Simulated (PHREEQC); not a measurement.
# Acid rinse or clean

A solution holds 1.3 mol/kgw HNO3, 0.071 mol/kgw CuSO4 and 0.00017 mol/kgw CuCl2, at 25 °C. Closed to the air; pH follows from the charge balance.

All values are PHREEQC results (ion-association model, phreeqc.dat), not measurements.

Each row changes one thing in this solution. This is a speciation only: nothing precipitates in the calculation.

| case | pH | ionic strength (mol/kgw) |
|---|---|---|
| as made | 0.04 | 1.45 |
| CuCl2 from 0.00017 to 0.000153 mol/kgw | 0.04 | 1.45 |
| CuSO4 left out | 0.02 | 1.30 |
| CuCl2 left out | 0.04 | 1.45 |
| HNO3 from 1.3 to 1.43 mol/kgw | 0.00 | 1.58 |

The ionic strength passes 0.7 mol/kgw, the rough limit of the ion-association models, in every such run. Complexes and solids missing from the database can't appear.
